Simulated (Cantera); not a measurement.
## Iron carbonyl, mercury and lead vapours: Hg + O2 + N2

A closed system holds: 1 mol Hg, 1.8 mol O2, 2.8 mol N2, equilibrated at 0.100 bar.

Method: chemical equilibrium by Gibbs-energy minimisation in Cantera with the NASA 1993 tables (ideal gas, pure condensed phases). Candidate condensed phases: Hg, HgO; 10 gas species. The numbers say what is thermodynamically allowed, not how fast it happens.

```
T (K)  log p N2  log p O2  log p Hg  log p NO  log p NO2  n HgO(s)
-----  --------  --------  --------  --------  ---------  --------
475       -1.17     -1.50     -5.21    -10.72      -9.04     1.000
500       -1.17     -1.50     -4.39    -10.22      -8.86     0.998
525       -1.17     -1.50     -3.64     -9.76      -8.69     0.991
550       -1.17     -1.50     -2.97     -9.35      -8.55     0.955
575       -1.20     -1.50     -2.35     -8.99      -8.42     0.806
600       -1.29     -1.49     -1.79     -8.69      -8.34     0.134
625       -1.30     -1.49     -1.75     -8.37      -8.23         0
650       -1.30     -1.49     -1.75     -8.08      -8.12         0
```
log p: log10 of the partial pressure in bar; n: condensed amount in mol.

From 475 K to 600 K the condensed part is HgO(s). From 625 K to 650 K nothing is condensed. The main Hg-bearing gas is Hg throughout.
